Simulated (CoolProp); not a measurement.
Computed with CoolProp (reference Helmholtz-energy equation of state, Lemmon 2006). It is a short technical equation, of lower accuracy than the large ones.

Q: Give the vapour pressure (MPa), liquid density (kg/m³), enthalpy of vaporisation (kJ/kg), surface tension (mN/m) of saturated n-nonane at 138.65, 145.25, 149.55 °C.

A: 
```tsv
T (°C)	p (MPa)	liquid density (kg/m³)	enthalpy of vaporisation (kJ/kg)	surface tension (mN/m)
138.65	0.0727	620	296	12.2
145.25	0.0874	614	292	11.6
149.55	0.0981	610	289	11.3
```

Surface tension comes from a separate correlation (Mulero 2012).
